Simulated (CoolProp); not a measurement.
Vapour-liquid equilibrium of diethyl ether (1) + methanol (2) at 158.45 °C; x and y are mole fractions of (1).

Computed with CoolProp (multi-fluid Helmholtz-energy mixture model, Thol 2014 and de Reuck 1993; pair parameters Bell 2016).

```
x      bubble pressure (kPa)  y at the bubble point  dew pressure at overall composition x (kPa)  liquid density (mol/L)
-----  ---------------------  ---------------------  -------------------------------------------  ----------------------
0.05                    1802                  0.089                                         1756                   18.35
0.125                   1933                  0.196                                         1846                   16.50
0.2                     2038                  0.281                                         1939                   14.91
0.275                   2121                  0.353                                         2031                   13.54
0.35                    2184                  0.416                                         2118                   12.35
0.425                   2231                  0.475                                         2192                   11.31
0.5                     2263                  0.531                                         2247                   10.40
0.575                   2281                  0.588                                         2278                   9.605
0.65                    2285                  0.646                                         2285                   8.912
0.725                   2273                  0.709                                         2268                   8.310
0.8                     2244                  0.776                                         2231                   7.787
0.875                   2196                  0.851                                         2178                   7.334
0.95                    2126                  0.936                                         2113                   6.944
```

y crosses x between x = 0.575 and 0.65: the model has an azeotrope there.

Pair parameters are fitted to limited data, so mixtures are less certain than the pure fluids.
